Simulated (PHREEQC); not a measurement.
A solution holds 0.0027 mol KOH, 0.0066 mol KNO3 and 0.056 mol KH2PO4 per kg of water, at 35 °C and 100 atm. Closed to the air; pH follows from the charge balance.

Model: ion-association model, phreeqc.dat, run in PHREEQC.

```tsv
quantity	before	after
pH	5.54	5.69
KHPO4- (mol/kgw)	0.000125	7.87e-6
H3PO4 (mol/kgw)	1.90e-5	3.02e-6
```

Q: Which change was made?
A) 0.0015 mol/kgw CaCl2 added
B) KNO3 from 0.0066 to 0.0099 mol/kgw
C) KNO3 left out
D) diluted 2-fold with water
E) diluted 5-fold with water

A: E, diluted 5-fold with water

This is a speciation only: nothing precipitates in the calculation. Under pressure, the constants of complexes without a molar volume in the database are unreliable.
